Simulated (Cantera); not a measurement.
A closed system holds: 1 mol Ti(OiPr)₄, 2.4 mol H₂O, 21 mol H₂, 4 mol N₂, at 0.100 bar.

Method: chemical equilibrium by Gibbs-energy minimisation in Cantera with the NASA 1993 tables (ideal gas, pure condensed phases). Candidate condensed phases: C, C₆H₆, C₇H₈, C₈H₁₈, H₂O, Ti, TiC, TiN, TiO, TiO₂, Ti₂O₃, Ti₃O₅, Ti₄O₇; 139 gas species. The feed counts by its element totals alone. TiC: taken at fixed stoichiometry. Equilibrium is a limit: real reactors are often held back by kinetics, nucleation or transport. All values below are at 1552 °C.

Base state: H₂ 0.780, CO 0.134, N₂ 0.0827, HCN 0.00176, H 0.00123, C₂H₂ (acetylene) 0.000168, HNC 7.05e-5, CH₄ 4.32e-5 (mole fractions); condensed: C(graphite) + TiC(s).

What changes in the equilibrium state with this change: N₂ from 4 to 2 mol?


```csv
species,before,after
H₂,0.780,0.815
CO,0.134,0.140
N₂,0.0827,0.0430
HNC,7.05e-5,5.20e-5
HCN,0.00176,0.00130
CH₄,4.32e-5,4.70e-5
C₂H₂ (acetylene),0.000168,0.000175
"C(graphite), mol",4.49,4.52
"TiC(s), mol",1.00,1.00
```
